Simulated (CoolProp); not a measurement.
Nitrous oxide at several states: density (kg/m³) from the reference equation and from simpler models built on Tc = 309.5 K, pc = 7245 kPa, ω = 0.161; each cubic takes its own stable root.

The numbers come from the reference Helmholtz-energy equation of state, Lemmon 2006 in CoolProp. It is a short technical equation, of lower accuracy than the large ones.

| T (K) | p (kPa) | phase | reference |
|---|---|---|---|
| 338.7 | 18.3 | gas | 0.2862 |
| 196.1 | 6400 | liquid | 1206 |
| 266.8 | 8010 | liquid | 968.1 |

### Question
How far does each simpler model (van der Waals, Redlich-Kwong, Soave-Redlich-Kwong) lie from the reference over these 3 states: mean and median of the absolute difference, and the worst?

### Answer
- van der Waals: mean 23.9 %, median 35.0 %, worst -36.8 % at 196.1 K and 6400 kPa
- Redlich-Kwong: mean 6.6 %, median 8.2 %, worst -11.5 % at 266.8 K and 8010 kPa
- Soave-Redlich-Kwong: mean 5.4 %, median 6.8 %, worst -9.3 % at 266.8 K and 8010 kPa
